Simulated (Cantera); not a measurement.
An isothermal, constant-pressure homogeneous reactor starts with 6.25 % NO, 93.8 % N2, at 1975 K and 135 Torr.

Computed with Cantera and GRI-Mech 3.0 (53 species, 325 reactions).

x: mole fraction; the columns are a selection and need not sum to one.

```json
[
 {"t (s)": "1.00e-5", "x NO": "0.0625", "x O2": "<1e-12", "x NO2": "6.07e-12", "x N2": "0.938", "x O": "6.80e-9"},
 {"t (s)": "5.55e-5", "x NO": "0.0625", "x O2": "1.59e-11", "x NO2": "1.82e-10", "x N2": "0.938", "x O": "3.79e-8"},
 {"t (s)": "0.000308", "x NO": "0.0625", "x O2": "4.98e-10", "x NO2": "…", "x N2": "0.938", "x O": "2.16e-7"},
 {"t (s)": "0.00171", "x NO": "0.0625", "x O2": "1.72e-8", "x NO2": "…", "x N2": "0.938", "x O": "1.39e-6"},
 {"t (s)": "0.00949", "x NO": "0.0625", "x O2": "7.83e-7", "x NO2": "…", "x N2": "0.938", "x O": "1.02e-5"},
 {"t (s)": "0.0527", "x NO": "0.0624", "x O2": "3.24e-5", "x NO2": "…", "x N2": "0.938", "x O": "4.02e-5"},
 {"t (s)": "0.292", "x NO": "0.0617", "x O2": "0.000356", "x NO2": "…", "x N2": "0.938", "x O": "5.06e-5"},
 {"t (s)": "1.62", "x NO": "0.0576", "x O2": "0.00239", "x NO2": "…", "x N2": "0.940", "x O": "7.72e-5"},
 {"t (s)": "9.01", "x NO": "0.0335", "x O2": "0.0144", "x NO2": "…", "x N2": "0.952", "x O": "0.000161"},
 {"t (s)": "50.0", "x NO": "0.00349", "x O2": "0.0294", "x NO2": "…", "x N2": "0.967", "x O": "0.000224"}
]
```

Task: Some entries are withheld; supply them.

Result: 
- 0.000308, x NO2: 4.76e-9
- 0.00171, x NO2: 7.99e-8
- 0.00949, x NO2: 7.53e-7
- 0.0527, x NO2: 2.96e-6
- 0.292, x NO2: 3.70e-6
- 1.62, x NO2: 5.43e-6
- 9.01, x NO2: 6.77e-6
- 50.0, x NO2: 9.95e-7
